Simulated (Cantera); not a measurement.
## Equilibrium for carbothermic reduction: Ta₂O₅ + CH₄ + H₂

Charge: 1 mol Ta₂O₅, 2.1 mol CH₄, 1.3 mol H₂, held at 3.30 mbar.

Method: chemical equilibrium by Gibbs-energy minimisation in Cantera with the NASA 1993 tables (ideal gas, pure condensed phases). Candidate condensed phases: C, C₆H₆, C₇H₈, C₈H₁₈, H₂O, Ta, TaC, Ta₂O₅; 113 gas species. Mutual solubility and eutectic melting of coexisting phases are not modelled. TaC: taken at fixed stoichiometry. Condensed phases not in the tables: Ta₂C. Kinetics and transport are ignored.

From 825 K to 975 K the condensed part is C(graphite) + TaC(s) + Ta₂O₅(s). From 1025 K to 1225 K the condensed part is TaC(s) + Ta₂O₅(s).

```
T (K)   x H₂      x CO     x CH₄     x H₂O  n C(graphite)  n TaC(s)  n Ta₂O₅(s)
-----  -----  --------  --------  --------  -------------  --------  ----------
825    0.997  0.000307   0.00297   1.28e-5           2.08  0.000703       1.000
875    0.996   0.00223   0.00143   2.99e-5           2.07   0.00498       0.998
925    0.986    0.0130  0.000728   6.30e-5           1.99    0.0292       0.985
975    0.936    0.0631  0.000364  0.000117           1.58     0.149       0.926
1025   0.786     0.214  0.000130  0.000170              0     0.600       0.700
1075   0.786     0.214   3.18e-5  0.000202              0     0.600       0.700
1125   0.786     0.214   8.84e-6  0.000237              0     0.601       0.700
1175   0.786     0.214   2.74e-6  0.000274              0     0.601       0.700
1225   0.785     0.214   9.37e-7  0.000311              0     0.601       0.700
```
x: gas mole fraction; n: condensed amount in mol.
